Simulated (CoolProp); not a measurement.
A simple Rankine cycle with water: condensing at 288.15 K, boiler at 1.4 MPa, turbine inlet 618.2 K, turbine efficiency 0.6, pump efficiency 0.6, no recuperator. Each further row changes one setting.

Computed with CoolProp (reference Helmholtz-energy equation of state, Wagner 2002).

```tsv
case	thermal efficiency (%)	net work (kJ/kg)	heat in (kJ/kg)	turbine exit temperature (K)	volume ratio over the turbine
as stated	21.2	651	3070	288.1	385
turbine inlet 638.2 K	21.3	665	3120	288.1	377
condensing temperature 280.15 K	22.0	685	3110	280.2	633
boiler pressure 0.98 MPa	20.3	627	3080	288.1	271
turbine efficiency 0.5	17.6	542	3070	323.4	441
```

The expansion ends wet for: as stated; turbine inlet 638.2 K; condensing temperature 280.15 K; boiler pressure 0.98 MPa.
